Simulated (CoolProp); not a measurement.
Vapour-liquid equilibrium of nitrogen (1) + oxygen (2) at 0.0797 MPa; x and y are mole fractions of (1).

The numbers come from the multi-fluid Helmholtz-energy mixture model, Span 2000 and Schmidt 1985; pair parameters Gernert 2013 in CoolProp.

```json
[
 {"x": "0.05", "bubble temperature (K)": "86.5", "y at the bubble point": "0.189", "dew temperature at overall composition x (K)": "87.6", "liquid density (mol/L)": "35.74"},
 {"x": "0.15", "bubble temperature (K)": "84.2", "y at the bubble point": "0.440", "dew temperature at overall composition x (K)": "86.8", "liquid density (mol/L)": "35.12"},
 {"x": "0.25", "bubble temperature (K)": "82.4", "y at the bubble point": "0.596", "dew temperature at overall composition x (K)": "86.0", "liquid density (mol/L)": "34.44"},
 {"x": "0.35", "bubble temperature (K)": "81.0", "y at the bubble point": "0.702", "dew temperature at overall composition x (K)": "85.1", "liquid density (mol/L)": "33.73"},
 {"x": "0.45", "bubble temperature (K)": "79.9", "y at the bubble point": "0.780", "dew temperature at overall composition x (K)": "[?]", "liquid density (mol/L)": "[?]"},
 {"x": "0.55", "bubble temperature (K)": "78.8", "y at the bubble point": "0.840", "dew temperature at overall composition x (K)": "[?]", "liquid density (mol/L)": "32.28"},
 {"x": "0.65", "bubble temperature (K)": "77.9", "y at the bubble point": "[?]", "dew temperature at overall composition x (K)": "81.7", "liquid density (mol/L)": "31.56"},
 {"x": "0.75", "bubble temperature (K)": "77.1", "y at the bubble point": "0.927", "dew temperature at overall composition x (K)": "80.3", "liquid density (mol/L)": "30.85"},
 {"x": "0.85", "bubble temperature (K)": "76.4", "y at the bubble point": "0.960", "dew temperature at overall composition x (K)": "78.7", "liquid density (mol/L)": "30.14"},
 {"x": "0.95", "bubble temperature (K)": "[?]", "y at the bubble point": "0.988", "dew temperature at overall composition x (K)": "76.6", "liquid density (mol/L)": "29.44"}
]
```

Problem. Some entries are withheld; supply them.

Solution. 
- 0.45, dew temperature at overall composition x (K): 84.1
- 0.45, liquid density (mol/L): 33.00
- 0.55, dew temperature at overall composition x (K): 83.0
- 0.65, y at the bubble point: 0.888
- 0.95, bubble temperature (K): 75.7

No azeotrope shows between x = 0.05 and 0.95.

The pair parameters rest on a limited set of measurements; away from them the model extrapolates.
